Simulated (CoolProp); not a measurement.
Vapour-liquid equilibrium of nitrogen (1) + oxygen (2) at 105.1 K; x and y are mole fractions of (1).

Values from CoolProp's multi-fluid Helmholtz-energy mixture model, Span 2000 and Schmidt 1985; pair parameters Gernert 2013.

Task: Give the bubble pressure and the first vapour's composition at x = 0.25, 0.75, 0.95. Is there an azeotrope?

Result: x = 0.25: 0.5695 MPa, y = 0.465; x = 0.75: 0.9084 MPa, y = 0.867; x = 0.95: 1.052 MPa, y = 0.975. No azeotrope shows between x = 0.05 and 0.95.

The pair parameters rest on a limited set of measurements; away from them the model extrapolates. The gap from Raoult's law changes sign with composition, which may be real or a fault of the pair parameters; it wasn't checked against measurements.
